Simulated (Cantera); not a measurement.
Charge: 1 mol Cu2O, 0.35 mol CH4, 0.22 mol N2, 0.46 mol C, at 1625 K and 10.0 mbar.

Equilibrium computed with Cantera from the NASA thermochemical tables; the gas is ideal and each condensed phase is pure. Candidate condensed phases: C, C6H6, C7H8, C8H18, Cu, CuO, Cu(OH)2, Cu2O, H2O; 139 gas species. Equilibrium is a limit: real reactors are often held back by kinetics, nucleation or transport.

Base state: CO 0.433, H2 0.326, N2 0.126, H2O 0.0765, CO2 0.0327, Cu 0.00571, H 0.000403 (mole fractions); condensed: Cu(l).

Task: What changes in the equilibrium state with this change: temperature from 1625 K to 1298.15 K?

Result: 
```csv
species,before,after
CO,0.433,0.423
H2,0.326,0.340
N2,0.126,0.127
CO2,0.0327,0.0455
H2O,0.0765,0.0643
Cu,0.00571,1.51e-5
H,0.000403,6.27e-6
"Cu(l), mol",1.99,0
"Cu(s), mol",0,2.00
```
